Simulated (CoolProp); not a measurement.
Vapour-liquid equilibrium of R22 (1) + dimethyl ether (2) at 29.65 °C; x and y are mole fractions of (1).

Values from CoolProp's multi-fluid Helmholtz-energy mixture model, Kamei 1995 and Wu 2011; pair parameters Bell 2016.

| x | bubble pressure (bar) | y at the bubble point | dew pressure at overall composition x (bar) | liquid density (mol/L) |
|---|---|---|---|---|
| 0.05 | 6.668 | 0.043 | 6.658 | 14.22 |
| 0.125 | 6.588 | 0.114 | 6.579 | 14.27 |
| 0.2 | 6.542 | 0.194 | 6.541 | 14.30 |
| 0.275 | 6.546 | 0.285 | 6.543 | 14.33 |
| 0.35 | 6.618 | 0.383 | 6.585 | 14.34 |
| 0.425 | 6.779 | 0.487 | 6.671 | 14.34 |
| 0.5 | 7.049 | 0.592 | 6.805 | 14.33 |
| 0.575 | 7.446 | 0.691 | 6.997 | 14.29 |
| 0.65 | 7.980 | 0.779 | 7.262 | 14.24 |
| 0.725 | 8.650 | 0.854 | 7.627 | 14.16 |
| 0.8 | 9.439 | 0.912 | 8.140 | 14.05 |
| 0.875 | 10.31 | 0.955 | 8.903 | 13.91 |
| 0.95 | 11.22 | 0.986 | 10.18 | 13.71 |

y crosses x between x = 0.2 and 0.275: the model has an azeotrope there.

The pair parameters rest on a limited set of measurements; away from them the model extrapolates.
